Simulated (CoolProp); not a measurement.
A Linde-Hampson liquefier for ethylene: isothermal reversible compression at 320 K from 1 atm to 20 MPa, throttling to 1 atm, return gas leaving the recuperator 10 K below the feed. Each further row changes one setting.

Computed with CoolProp (reference Helmholtz-energy equation of state, Smukala 2000).

```
case                        liquid yield per pass  compression work (kJ/kg of gas)
--------------------------  ---------------------  -------------------------------
as stated                              (withheld)                              418
high pressure 40 MPa                        0.414                       (withheld)
warm-end temperature 350 K                  0.315                              483
warm-end gap 15 K                      (withheld)                              418
```

Problem. Some entries are withheld; supply them.

Solution. 
- as stated, liquid yield per pass: 0.403
- high pressure 40 MPa, compression work (kJ/kg of gas): 468
- warm-end gap 15 K, liquid yield per pass: 0.396
